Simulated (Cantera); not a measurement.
# Adiabatic ignition

An adiabatic, constant-volume homogeneous reactor starts with CH4 : H2 : O2 : N2 = 1 : 1.5 : 1.25 : 4.7 (molar parts), equivalence ratio 2.2, at 1400 K and 1.00 bar.

Model: GRI-Mech 3.0 (53 species, 325 reactions), integrated in Cantera.

```
t (s)     T (K)  P (bar)     x CH4   x H2     x O2     x HCN     x NO2   x CH2O
--------  -----  -------  --------  -----  -------  --------  --------  -------
4.00e-6    1400    1.000     0.118  0.178    0.148    <1e-12    <1e-12  1.71e-9
1.39e-5    1400    1.000     0.118  0.178    0.148    <1e-12    <1e-12  3.76e-8
4.85e-5    1400     1.00     0.118  0.177    0.148    <1e-12    <1e-12  3.08e-6
0.000169   1556     1.11    0.1000  0.172    0.132  7.38e-10  4.61e-12  0.00151
0.000587   2710     2.13  4.52e-11  0.218  5.02e-5   2.25e-7   7.02e-9  1.82e-8
0.00204    2710     2.13  4.50e-11  0.218  5.04e-5   2.13e-7   6.69e-9  1.82e-8
0.00711    2710     2.13  4.50e-11  0.218  5.04e-5   2.11e-7   6.60e-9  1.82e-8
0.0248     2710     2.13  4.49e-11  0.218  5.04e-5   2.11e-7   6.60e-9  1.82e-8
0.0862     2710     2.13  4.49e-11  0.218  5.04e-5   2.11e-7   6.60e-9  1.82e-8
0.300      2710     2.13  4.49e-11  0.218  5.04e-5   2.11e-7   6.60e-9  1.82e-8
```
x: mole fraction; the columns are a selection and need not sum to one.

time of steepest temperature rise: 0.206 ms
temperature at 0.300 s: 2710 K
equilibrium temperature: 2710 K
x(CH4) at 0.300 s: 4.49e-11 (gas-phase equilibrium 5.07e-11)
x(H2) at 0.300 s: 0.218 (gas-phase equilibrium 0.218)
x(O2) at 0.300 s: 5.04e-5 (gas-phase equilibrium 5.04e-5)
